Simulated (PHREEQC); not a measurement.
Model water analysis in mmol/kgw, 15 °C, pH 3.88, pe 8.1:

```tsv
constituent	mmol/kgw
Na	9.51
K	1.55
Ca	0.461
Mg	0.542
Cl	1.66
S(6)	10.4
Al	3.98
Mn(2)	0.033
Pb	0.0106
Fe(3)	0.00201
```

Cl is adjusted to close the charge balance.
Valence states are taken as typed.

The numbers come from PHREEQC with the ion-association model, phreeqc.dat.

| Quantity | Value |
|---|---|
| ionic strength | 0.0275 mol/kgw |
| total alkalinity | -0.177 meq/kg |

| species | molality | activity | log γ |
|---|---|---|---|
| Na+ | 0.00936 | 0.00804 | -0.066 |
| SO4-2 | 0.00645 | 0.00352 | -0.263 |
| Cl- | 0.00447 | 0.00381 | -0.069 |
| AlSO4+ | 0.00286 | 0.00245 | -0.067 |
| K+ | 0.00152 | 0.00129 | -0.070 |
| Al+3 | 0.000803 | 0.000252 | -0.504 |
| Mg+2 | 0.000401 | 0.000225 | -0.251 |

Precipitation was switched off in this run. The solution is supersaturated, for example in Jarosite-K, Hematite (slow to form), so a real one may precipitate; this is no full list. Species that the database lacks are ignored.
